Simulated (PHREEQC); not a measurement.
1 g of hydrous ferric oxide (600 m²/g; 0.2 weak and 0.005 strong sites per Fe, Dzombak-Morel constants, diffuse double layer) in 1 kg of water with 0.01 mol/kgw of an inert sodium salt and 7.9e-05 mol/kgw CuCl2 and 4.3e-06 mol/kgw ZnSO4, at 25 °C; the pH is set by adding NaOH or the inert anion's acid. O2 is buffered at 0.21 atm. No CO2 enters from the air. No solid was allowed to form.

Base run: PHREEQC, ion-association model, wateq4f.dat. Each further column changes one thing. The table gives S sorbed (%).

```csv
pH,base,no electrostatic term (-no_edl),background salt from 0.01 to 0.001 mol/kgw,oxide from 1 to 5 g/kgw,0.00046 mol/kgw NaH2PO4 added
4,100.0,0.4,100.0,100.0,99.9
5,99.9,0.4,100.0,100.0,99.2
6,97.9,0.5,99.2,…,77.7
7,51.1,…,64.6,81.2,…
8,1.5,0.7,2.1,5.9,0.1
9,0.0,0.4,0.0,0.1,0.0
10,0.0,0.1,0.0,0.0,0.0
```

### Question
Complete the blanks.

### Answer

- 6, oxide from 1 to 5 g/kgw: 99.5
- 7, no electrostatic term (-no_edl): 0.6
- 7, 0.00046 mol/kgw NaH2PO4 added: 5.5

The database's constant for dissolved Cu(OH)2 is higher than later reviews accept. H3PO4, which wateq4f.dat lacks, is added to it with the constant of phreeqc.dat. The database has no phosphate complexes of Cu, Zn.
